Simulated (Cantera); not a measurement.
**Premixed flame**

A freely propagating, adiabatic, planar premixed flame of 29.4 % H2, 14.8 % O2, 55.8 % N2, equivalence ratio 0.99, unburnt at 400 K and 4580 Torr; mixture-averaged transport, grid criteria slope 0.08 and curve 0.16, no radiation.

Cantera simulation using the H2/O2 subset of GRI-Mech 3.0, which has no nitrogen chemistry; the numbers are that mechanism's predictions, not measurements. The hydrogen kinetics of GRI-Mech 3.0 are dated; newer H2 mechanisms differ, most at raised pressure. Burning velocities carry a grid error of a few per cent, more on coarse grids.

```tsv
z (mm)	T (K)	u (m/s)	x H2	x O2	x O	x H	x OH	x HO2
-0.125	400	2.97	0.294	0.148	<1e-8	<1e-8	<1e-8	<1e-8
-0.0833	400	2.97	0.293	0.148	<1e-8	<1e-8	<1e-8	1.04e-8
-0.0625	400	2.97	0.293	0.149	<1e-8	<1e-8	<1e-8	1.04e-7
-0.0417	403	2.98	0.289	0.149	6.99e-8	<1e-8	<1e-8	2.68e-6
-0.0208	482	3.44	0.257	0.154	4.87e-6	2.76e-6	1.53e-5	0.000350
-0.0104	833	5.68	0.203	0.144	0.000217	0.00122	0.000902	0.00113
0	1325	8.82	0.133	0.108	0.00211	0.00945	0.00283	0.000511
0.0104	1664	11.0	0.0763	0.0643	0.00484	0.0183	0.00711	0.000239
0.0208	1856	12.2	0.0483	0.0390	0.00592	0.0201	0.0113	0.000120
0.0417	2046	13.4	0.0332	0.0239	0.00536	0.0155	0.0145	5.48e-5
0.0833	2206	14.3	0.0261	0.0178	0.00345	0.00892	0.0140	2.76e-5
0.167	2325	14.9	0.0195	0.0139	0.00192	0.00454	0.0118	1.38e-5
0.333	2402	15.4	0.0138	0.0111	0.00106	0.00225	0.00950	7.31e-6
```
x: mole fraction of selected species; z is measured from the peak of heat release.

- laminar burning velocity = 297 cm/s
- thermal thickness = 0.0417 mm
- peak x(O) = 0.00599
- peak x(H) = 0.0202
- peak x(OH) = 0.0147
- peak x(HO2) = 0.00122
